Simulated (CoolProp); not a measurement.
Fluoroethane (R161) at several states: Z from the reference equation and from simpler models built on Tc = 375.2 K, pc = 5.010 MPa, ω = 0.216; each cubic takes its own stable root.

Values from CoolProp's reference Helmholtz-energy equation of state, Wu 2012.

```
T (K)  p (MPa)   phase  reference
-----  -------  ------  ---------
296.5     0.17     gas     0.9732
410.1    0.215     gas     0.9886
253.2     2.69  liquid    0.07721
```

Problem. How far does each simpler model (van der Waals, Redlich-Kwong, Soave-Redlich-Kwong, Peng-Robinson) lie from the reference over these 3 states: mean and median of the absolute difference, and the worst?

Solution. 
- van der Waals: mean 25.1 %, median 0.9 %, worst +74.3 % at 253.2 K and 2.69 MPa
- Redlich-Kwong: mean 6.9 %, median 0.4 %, worst +20.2 % at 253.2 K and 2.69 MPa
- Soave-Redlich-Kwong: mean 5.7 %, median 0.2 %, worst +16.8 % at 253.2 K and 2.69 MPa
- Peng-Robinson: mean 1.2 %, median 0.1 %, worst +3.4 % at 253.2 K and 2.69 MPa
